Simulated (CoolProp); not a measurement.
Saturation properties of oxygen (Tc = 154.6 K, pc = 50.46 bar, ω = 0.022).

Values from CoolProp's reference Helmholtz-energy equation of state, Schmidt 1985.

```json
[
 {"T (K)": "114.8", "p (bar)": "7.461", "enthalpy of vaporisation (kJ/kg)": "182.5", "liquid cp (kJ/(kg K))": "1.856", "vapour Z": "0.8669", "liquid viscosity (µPa s)": "109", "liquid conductivity (mW/(m K))": "115"},
 {"T (K)": "117.6", "p (bar)": "8.870", "enthalpy of vaporisation (kJ/kg)": "177.9", "liquid cp (kJ/(kg K))": "1.892", "vapour Z": "0.8498", "liquid viscosity (µPa s)": "103", "liquid conductivity (mW/(m K))": "111"},
 {"T (K)": "120.3", "p (bar)": "10.40", "enthalpy of vaporisation (kJ/kg)": "173.1", "liquid cp (kJ/(kg K))": "1.932", "vapour Z": "0.8321", "liquid viscosity (µPa s)": "96.8", "liquid conductivity (mW/(m K))": "107"},
 {"T (K)": "123.1", "p (bar)": "12.18", "enthalpy of vaporisation (kJ/kg)": "167.9", "liquid cp (kJ/(kg K))": "1.981", "vapour Z": "0.8124", "liquid viscosity (µPa s)": "90.9", "liquid conductivity (mW/(m K))": "103"},
 {"T (K)": "125.8", "p (bar)": "14.10", "enthalpy of vaporisation (kJ/kg)": "162.4", "liquid cp (kJ/(kg K))": "2.039", "vapour Z": "0.7920", "liquid viscosity (µPa s)": "85.5", "liquid conductivity (mW/(m K))": "98.7"},
 {"T (K)": "128.6", "p (bar)": "16.30", "enthalpy of vaporisation (kJ/kg)": "156.4", "liquid cp (kJ/(kg K))": "2.111", "vapour Z": "0.7693", "liquid viscosity (µPa s)": "80.2", "liquid conductivity (mW/(m K))": "94.7"},
 {"T (K)": "131.3", "p (bar)": "18.65", "enthalpy of vaporisation (kJ/kg)": "150.0", "liquid cp (kJ/(kg K))": "2.197", "vapour Z": "0.7459", "liquid viscosity (µPa s)": "75.2", "liquid conductivity (mW/(m K))": "90.7"},
 {"T (K)": "134.1", "p (bar)": "21.33", "enthalpy of vaporisation (kJ/kg)": "142.8", "liquid cp (kJ/(kg K))": "2.311", "vapour Z": "0.7196", "liquid viscosity (µPa s)": "70.2", "liquid conductivity (mW/(m K))": "86.7"},
 {"T (K)": "136.8", "p (bar)": "24.17", "enthalpy of vaporisation (kJ/kg)": "135.3", "liquid cp (kJ/(kg K))": "2.454", "vapour Z": "0.6922", "liquid viscosity (µPa s)": "65.6", "liquid conductivity (mW/(m K))": "82.8"},
 {"T (K)": "139.6", "p (bar)": "27.39", "enthalpy of vaporisation (kJ/kg)": "126.5", "liquid cp (kJ/(kg K))": "2.656", "vapour Z": "0.6611", "liquid viscosity (µPa s)": "60.9", "liquid conductivity (mW/(m K))": "78.8"},
 {"T (K)": "142.3", "p (bar)": "30.79", "enthalpy of vaporisation (kJ/kg)": "117.0", "liquid cp (kJ/(kg K))": "2.936", "vapour Z": "0.6279", "liquid viscosity (µPa s)": "56.4", "liquid conductivity (mW/(m K))": "74.9"},
 {"T (K)": "145.1", "p (bar)": "34.62", "enthalpy of vaporisation (kJ/kg)": "105.6", "liquid cp (kJ/(kg K))": "3.389", "vapour Z": "0.5893", "liquid viscosity (µPa s)": "51.7", "liquid conductivity (mW/(m K))": "70.9"}
]
```

It boils at 90.2 K under 1 atm.

Viscosity comes from a separate model (Lemmon 2004). Thermal conductivity comes from a separate model (Lemmon 2004).
